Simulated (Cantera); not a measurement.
Input: 1 mol Si2H6, 0.22 mol CO2, 1.3 mol N2, at 2073.15 K.

Cantera equilibrium calculation (NASA polynomials, part measured and part estimated; ideal gas, pure solids and liquids). Candidate condensed phases: C, C6H6, C7H8, C8H18, H2O, Si, SiC, SiO2, Si2N2O, Si3N4; 151 gas species. The feed counts by its element totals alone. Mutual solubility and eutectic melting of coexisting phases are not modelled. The tables' values for SiN are old estimates; treat these amounts as uncertain. Gases not in the tables: Si2H6 and higher silanes. Rates play no part.

x: gas mole fraction; n: condensed amount in mol.

```csv
P (Pa),x H2,x N2,x Si,x H,x SiO,x CO,n Si(l),n SiC(s),n Si2N2O(s)
5,0.309,0.179,0.243,0.207,0.0307,0.0299,0,0,0
15,0.368,0.187,0.246,0.130,0.0344,0.0292,0,0,0
45,0.418,0.198,0.222,0.0802,0.0460,0.0213,0.0485,(withheld),0
140,0.542,0.246,0.0713,0.0518,0.0570,0.0263,1.21,(withheld),0
410,0.590,0.262,0.0244,0.0316,0.0608,0.0281,1.49,0.0735,0
1200,0.611,0.269,0.00832,0.0188,0.0623,0.0288,1.57,0.0765,0
3700,0.622,0.272,0.00270,0.0108,0.0630,0.0291,1.60,0.0775,0
11000,0.627,0.273,0.000908,0.00628,0.0632,0.0292,1.61,0.0779,0
33000,0.629,0.273,0.000303,0.00364,0.0634,0.0293,1.62,0.0780,0
100000,0.722,0.241,9.98e-5,0.00224,0.0233,0.0108,1.13,(withheld),0.299
```

**Question.** Some entries are withheld; supply them.

**Answer.** 
- 45, n SiC(s): 0.0238
- 140, n SiC(s): 0.0640
- 100000, n SiC(s): 0.173
